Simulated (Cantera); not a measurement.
Input (Python, Cantera) and output of one run.

```python
import numpy as np
import cantera as ct

gas_names = """
    Cu CuO Cu2 N NO NO2 NO3 N2 N2O O O2 O3
""".split()
cond_names = """
    Cu(cr) Cu(L) CuO(s) Cu2O(s) Cu2O(L)
""".split()


def load(file, names, dense=False):
    # The tables refer to 1 bar. Condensed volumes are neglected.
    table = {s.name: s for s in ct.Species.list_from_file(file)}
    out = []
    for n in names:
        d = dict(table[n].input_data)
        d["thermo"] = dict(d["thermo"], **{"reference-pressure": 1e5})
        if dense:
            d["equation-of-state"] = {"model": "constant-volume", "density": "1e6 g/cm^3"}
        out.append(ct.Species.from_dict(d))
    return out


gas = ct.Solution(thermo="ideal-gas", species=load("nasa_gas.yaml", gas_names))
cond = {s.name: ct.Solution(thermo="fixed-stoichiometry", species=[s], name=s.name)
        for s in load("nasa_condensed.yaml", cond_names, dense=True)}
atoms = {
    'Cu': {'Cu': 1},
    'O2': {'O': 2},
    'N2': {'N': 2},
}
top_T = {'CuO(s)': 1390}  # K; cautious upper limits of use, not melting points


def equilibrate(T, P, feed):
    n = {}
    for name, mol in feed.items():
        for a, k in atoms[name].items():
            n[a] = n.get(a, 0.0) + k * mol
    gas.TPX = T, P, n
    mass = sum(n.values()) * gas.mean_molecular_weight
    gas.equilibrate("TP")
    valid = [c for c in cond.values() if c.min_temp <= T <= top_T.get(c.name, c.max_temp)]
    mix = ct.Mixture([(gas, mass / gas.mean_molecular_weight)] + [(c, 0.0) for c in valid])
    mix.T, mix.P = T, P
    mix.equilibrate("TP", solver="vcs", rtol=1e-11, max_steps=5000)
    return mix


results = []
P = 22  # Pa
for T in [1050, 1150, 1250, 1350, 1450, 1550, 1650, 1750, 1850, 1950]:
    for m in [0.096, 0.11, 0.13, 0.16, 0.18, 0.22, 0.26, 0.3, 0.36, 0.42, 0.49, 0.58, 0.68]:
        feed = {'Cu': 1, 'O2': m, 'N2': 4.8}  # mol
        mix = equilibrate(T, P, feed)
        results.append((T, P, feed, dict(zip(mix.species_names, mix.species_moles))))

for T, P, feed, n in results:
    print(f"{T:7g} {feed['O2']:10.4g}  " + (" + ".join(c for c in cond_names if n.get(c, 0) > 1e-12) or "gas only"))
```

It prints:

```
   1050      0.096  Cu(cr) + Cu2O(s)
   1050       0.11  Cu(cr) + Cu2O(s)
   1050       0.13  Cu(cr) + Cu2O(s)
   1050       0.16  Cu(cr) + Cu2O(s)
   1050       0.18  Cu(cr) + Cu2O(s)
   1050       0.22  Cu(cr) + Cu2O(s)
   1050       0.26  Cu2O(s)
   1050        0.3  Cu2O(s)
   1050       0.36  Cu2O(s)
   1050       0.42  Cu2O(s)
   1050       0.49  Cu2O(s)
   1050       0.58  Cu2O(s)
   1050       0.68  Cu2O(s)
   1150      0.096  Cu(cr) + Cu2O(s)
   1150       0.11  Cu(cr) + Cu2O(s)
   1150       0.13  Cu(cr) + Cu2O(s)
   1150       0.16  Cu(cr) + Cu2O(s)
   1150       0.18  Cu(cr) + Cu2O(s)
   1150       0.22  Cu(cr) + Cu2O(s)
   1150       0.26  Cu2O(s)
   1150        0.3  Cu2O(s)
   1150       0.36  Cu2O(s)
   1150       0.42  Cu2O(s)
   1150       0.49  Cu2O(s)
   1150       0.58  Cu2O(s)
   1150       0.68  Cu2O(s)
   1250      0.096  Cu(cr) + Cu2O(s)
   1250       0.11  Cu(cr) + Cu2O(s)
   1250       0.13  Cu(cr) + Cu2O(s)
   1250       0.16  Cu(cr) + Cu2O(s)
   1250       0.18  Cu(cr) + Cu2O(s)
   1250       0.22  Cu(cr) + Cu2O(s)
   1250       0.26  Cu2O(s)
   1250        0.3  Cu2O(s)
   1250       0.36  Cu2O(s)
   1250       0.42  Cu2O(s)
   1250       0.49  Cu2O(s)
   1250       0.58  Cu2O(s)
   1250       0.68  Cu2O(s)
   1350      0.096  Cu(cr) + Cu2O(s)
   1350       0.11  Cu(cr) + Cu2O(s)
   1350       0.13  Cu(cr) + Cu2O(s)
   1350       0.16  Cu(cr) + Cu2O(s)
   1350       0.18  Cu(cr) + Cu2O(s)
   1350       0.22  Cu(cr) + Cu2O(s)
   1350       0.26  Cu(cr) + Cu2O(s)
   1350        0.3  Cu(cr) + Cu2O(s)
   1350       0.36  Cu2O(s)
   1350       0.42  Cu2O(s)
   1350       0.49  Cu2O(s)
   1350       0.58  Cu2O(s)
   1350       0.68  Cu2O(s)
   1450      0.096  Cu(L)
   1450       0.11  Cu(L)
   1450       0.13  Cu(L)
   1450       0.16  Cu(L)
   1450       0.18  Cu(L)
   1450       0.22  Cu(L)
   1450       0.26  Cu(L)
   1450        0.3  Cu(L)
   1450       0.36  Cu(L)
   1450       0.42  Cu(L)
   1450       0.49  Cu(L)
   1450       0.58  Cu(L)
   1450       0.68  Cu(L)
   1550      0.096  Cu(L)
   1550       0.11  Cu(L)
   1550       0.13  Cu(L)
   1550       0.16  Cu(L)
   1550       0.18  Cu(L)
   1550       0.22  Cu(L)
   1550       0.26  Cu(L)
   1550        0.3  Cu(L)
   1550       0.36  Cu(L)
   1550       0.42  Cu(L)
   1550       0.49  Cu(L)
   1550       0.58  Cu(L)
   1550       0.68  Cu(L)
   1650      0.096  gas only
   1650       0.11  gas only
   1650       0.13  gas only
   1650       0.16  gas only
   1650       0.18  gas only
   1650       0.22  gas only
   1650       0.26  gas only
   1650        0.3  gas only
   1650       0.36  gas only
   1650       0.42  gas only
   1650       0.49  gas only
   1650       0.58  gas only
   1650       0.68  gas only
   1750      0.096  gas only
   1750       0.11  gas only
   1750       0.13  gas only
   1750       0.16  gas only
   1750       0.18  gas only
   1750       0.22  gas only
   1750       0.26  gas only
   1750        0.3  gas only
   1750       0.36  gas only
   1750       0.42  gas only
   1750       0.49  gas only
   1750       0.58  gas only
   1750       0.68  gas only
   1850      0.096  gas only
   1850       0.11  gas only
   1850       0.13  gas only
   1850       0.16  gas only
   1850       0.18  gas only
   1850       0.22  gas only
   1850       0.26  gas only
   1850        0.3  gas only
   1850       0.36  gas only
   1850       0.42  gas only
   1850       0.49  gas only
   1850       0.58  gas only
   1850       0.68  gas only
   1950      0.096  gas only
   1950       0.11  gas only
   1950       0.13  gas only
   1950       0.16  gas only
   1950       0.18  gas only
   1950       0.22  gas only
   1950       0.26  gas only
   1950        0.3  gas only
   1950       0.36  gas only
   1950       0.42  gas only
   1950       0.49  gas only
   1950       0.58  gas only
   1950       0.68  gas only
```

Equilibrium computed with Cantera from the NASA thermochemical tables; the gas is ideal and each condensed phase is pure. Mutual solubility and eutectic melting of coexisting phases are not modelled.
